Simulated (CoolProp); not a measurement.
Saturation properties of R11 (Tc = 198.0 °C, pc = 4408 kPa, ω = 0.189).

Values from CoolProp's reference Helmholtz-energy equation of state, Jacobsen 1992.

```tsv
T (°C)	p (kPa)	liquid cp (kJ/(kg K))	vapour Z	surface tension (mN/m)	vapour viscosity (µPa s)	liquid conductivity (mW/(m K))
-53.85	2.019	0.8237	0.9971	28.4	7.50	111
-35.45	6.707	0.8350	0.9939	25.9	8.13	105
-17.05	18.26	0.8467	0.9884	23.4	8.76	99.3
1.35	42.58	0.8601	0.9797	20.9	9.37	93.7
19.75	87.88	0.8758	0.9669	18.5	9.97	88.3
38.15	164.5	0.8944	0.9491	16.1	10.6	83.1
56.55	284.8	0.9165	0.9255	13.9	11.1	78.0
74.95	462.5	0.9430	0.8955	11.6	11.7	73.0
```

It boils at 23.7 °C under 1 atm.

Viscosity comes from a separate model (Klein 1997), an estimate that may be off by 10 % or more. Thermal conductivity comes from a separate model (McLinden 2000), an estimate that may be off by 10 % or more. Surface tension comes from a separate correlation (Mulero 2012).
